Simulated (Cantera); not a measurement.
Cantera run, input and output.

```python
import numpy as np
import cantera as ct

gas = ct.Solution("gri30.yaml")
gas.TPX = 998, 1000000, {'C3H8': 1, 'O2': 15.6, 'N2': 58.8, 'H2O': 0.77}
reactor = ct.IdealGasReactor(gas, energy="on", clone=False)
net = ct.ReactorNet([reactor])
net.rtol, net.atol = 1e-08, 1e-16
show = ['C3H8', 'O2', 'C2H6', 'NO', 'CO']
times = np.geomspace(3e-06, 8, 11)

steps = ct.SolutionArray(gas, extra=["t"])
rows = []
print(f"{'t/s':>10s}{'T/K':>9s}{'P/Pa':>11s}" + "".join(f"{s:>11s}" for s in show))
for t in times:
    while net.time < t:
        t_next = net.step()
        steps.append(gas.state, t=t_next)
    rows.append([np.interp(t, steps.t, y) for y in (steps.T, steps.P, *steps(*show).X.T)])
    print(f"{t:10.3e}{rows[-1][0]:9.1f}{rows[-1][1]:11.4g}" + "".join(f"{x:11.3e}" for x in rows[-1][2:]))
rate = np.gradient(steps.T, steps.t)
print("integrator steps:", len(steps.t))
if steps.T.max() > steps.T[0] + 200:
    print(f"time of steepest temperature rise: {steps.t[rate.argmax()]:.4e} s")
gas.TPX = 998, 1000000, {'C3H8': 1, 'O2': 15.6, 'N2': 58.8, 'H2O': 0.77}
gas.equilibrate("UV")
print(f"equilibrium (UV): T = {gas.T:.1f} K  " + "  ".join(f"{s} {gas[s].X[0]:.3e}" for s in show))
```

Output:

```
       t/s      T/K       P/Pa       C3H8         O2       C2H6         NO         CO
 3.000e-06    998.0      1e+06  1.313e-02  2.048e-01  2.244e-15  1.728e-26  4.965e-18
 1.317e-05    998.0      1e+06  1.313e-02  2.048e-01  3.096e-14  2.891e-25  5.110e-16
 5.785e-05    998.0      1e+06  1.313e-02  2.048e-01  2.084e-12  5.513e-24  4.863e-14
 2.540e-04    998.0      1e+06  1.313e-02  2.048e-01  2.086e-10  1.184e-22  4.734e-12
 1.116e-03    998.0      1e+06  1.313e-02  2.048e-01  2.951e-08  3.857e-21  6.792e-10
 4.899e-03    998.0      1e+06  1.311e-02  2.048e-01  1.237e-06  1.084e-19  8.474e-08
 2.151e-02    998.3      1e+06  1.299e-02  2.047e-01  1.388e-05  1.424e-18  4.575e-06
 9.447e-02   1939.0  1.969e+06  3.251e-54  1.371e-01 -1.989e-39  1.198e-04  1.858e-05
 4.149e-01   1936.2  1.966e+06  5.263e-57  1.367e-01  3.697e-45  1.049e-03  1.816e-05
 1.822e+00   1928.5  1.958e+06  5.201e-65  1.354e-01  6.231e-45  3.590e-03  1.707e-05
 8.000e+00   1924.6  1.954e+06 -6.676e-63  1.348e-01 -3.640e-43  4.868e-03  1.654e-05
integrator steps: 2488
time of steepest temperature rise: 5.6479e-02 s
equilibrium (UV): T = 1924.6 K  C3H8 6.723e-65  O2 1.347e-01  C2H6 7.383e-45  NO 4.874e-03  CO 1.653e-05
```

Cantera simulation using GRI-Mech 3.0 (53 species, 325 reactions); the numbers are that mechanism's predictions, not measurements. GRI-Mech 3.0 was tuned for natural gas; its chemistry of propane as a main component is partial and can be far from experiment. Below about 1000 K GRI-Mech 3.0 lacks low-temperature oxidation paths.
